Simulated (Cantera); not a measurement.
Diamond growth

A diamond (100) surface in a fixed gas of H2 with x(CH4) = 0.015, x(H) = 0.008, at 1375 K, 73.5 Torr; coverages are run to steady state.

Computed with Cantera and the Harris–Goodwin 1993 mechanism for the reconstructed diamond (100) surface.

| x(CH3) | growth (µm/h) | θ c6HH | θ c6H* | θ c6*H | θ c6** | θ c6HM |
|---|---|---|---|---|---|---|
| 1e-06 | 0.0279 | 0.346 | 0.0571 | 0.540 | 0.0568 | 1.13e-6 |
| 2.5e-06 | 0.0699 | 0.346 | 0.0571 | 0.540 | 0.0568 | 2.83e-6 |
| 6.2e-06 | 0.173 | 0.346 | 0.0571 | 0.540 | 0.0568 | 7.01e-6 |
| 1.5e-05 | 0.419 | 0.346 | 0.0571 | 0.540 | 0.0568 | 1.70e-5 |
| 3.8e-05 | 1.06 | 0.346 | 0.0571 | 0.540 | 0.0567 | 4.30e-5 |
| 9.4e-05 | 2.62 | 0.346 | 0.0571 | 0.540 | 0.0566 | 0.000106 |
| 0.00023 | 6.39 | 0.346 | 0.0570 | 0.540 | 0.0564 | 0.000259 |
| 0.00058 | 16.0 | 0.345 | 0.0570 | 0.539 | 0.0558 | 0.000651 |
| 0.0014 | 37.8 | 0.345 | 0.0568 | 0.538 | 0.0545 | 0.00155 |
θ: site fractions in the mechanism's names (c6HH fully hydrogenated, c6H* and c6*H radical sites, c6** diradical, c6HM methylated).
